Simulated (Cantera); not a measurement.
An adiabatic, constant-volume homogeneous reactor starts with 1.26 % C₃H₈, 13.7 % O₂, 85.0 % N₂, equivalence ratio 0.46, at 1800 K and 24.0 bar.

Detailed kinetics in Cantera: GRI-Mech 3.0 (53 species, 325 reactions). GRI-Mech 3.0 was tuned for natural gas; its chemistry of propane as a main component is partial and can be far from experiment. The pressure lies above the range GRI-Mech 3.0 was tuned for (to about 10 atm).

One state of this run: T (K) = 2568; P (bar) = 34.9; x C₃H₈ = <1e-12; x O₂ = 0.0737; x HCO = 5.50e-9; x O = 0.00190; x CH₂ = 1.34e-12; x C₂H = <1e-12; x CH₂O = 3.72e-11. x: mole fraction; the columns are a selection and need not sum to one.

Task: Which value of t (s) does it belong to?
A) 1.18e-5
B) 2.85e-5
C) 4.85e-6
D) 0.0825

Result: C, 4.85e-6
